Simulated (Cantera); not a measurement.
Input: 1 mol CH3SiCl3, 1.3 mol H2, held at 33000 Pa.

Cantera equilibrium calculation (NASA polynomials, part measured and part estimated; ideal gas, pure solids and liquids). Candidate condensed phases: C, C6H6, C7H8, C8H18, Si, SiC; 109 gas species. The feed counts by its element totals alone. The tables' values for SiCl3, SiCl are old estimates; treat these amounts as uncertain. Equilibrium is a limit: real reactors are often held back by kinetics, nucleation or transport.

x: gas mole fraction; n: condensed amount in mol.

```tsv
T (K)	x HCl	x H2	x SiCl2	x SiCl4	x SiCl3	n C(graphite)	n SiC(s)
1548	0.506	0.425	0.0175	0.0334	0.0145	0.283	0.717
1598	0.522	0.411	0.0238	0.0245	0.0154	0.276	0.724
1648	0.532	0.402	0.0308	0.0174	0.0156	0.276	0.723
1698	0.536	0.396	0.0384	0.0120	0.0153	0.283	0.716
1748	0.537	0.393	[?]	[?]	0.0145	0.296	0.704
1798	0.534	0.392	0.0538	0.00542	0.0134	0.312	0.687
1848	0.528	0.393	0.0613	0.00359	0.0122	0.331	0.668
1898	0.521	0.395	0.0686	0.00238	0.0110	0.351	0.648
1948	0.512	0.398	0.0756	0.00158	0.00979	0.372	0.626
1998	0.503	0.401	0.0823	0.00106	0.00869	0.394	0.604
2048	0.493	0.404	0.0887	[?]	0.00769	0.415	0.581
2098	0.482	0.408	0.0948	0.000487	0.00681	0.436	0.559
2148	0.472	0.411	0.100	0.000336	0.00602	0.456	0.537
```

Fill in the missing entries.


- 1748, x SiCl2: 0.0461
- 1748, x SiCl4: 0.00813
- 2048, x SiCl4: 0.000714
